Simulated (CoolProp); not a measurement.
Values from CoolProp's reference Helmholtz-energy equation of state, Wu 2012.

### Question
Give the vapour pressure (kPa), liquid density (kg/m³), enthalpy of vaporisation (kJ/kg), liquid cp (kJ/(kg K)) of saturated fluoroethane (R161) at 56.25, 62.75, 75.75 °C.

### Answer
| T (°C) | p (kPa) | liquid density (kg/m³) | enthalpy of vaporisation (kJ/kg) | liquid cp (kJ/(kg K)) |
|---|---|---|---|---|
| 56.25 | 2000 | 633 | 276 | 2.63 |
| 62.75 | 2300 | 613 | 260 | 2.74 |
| 75.75 | 3020 | 566 | 221 | 3.13 |
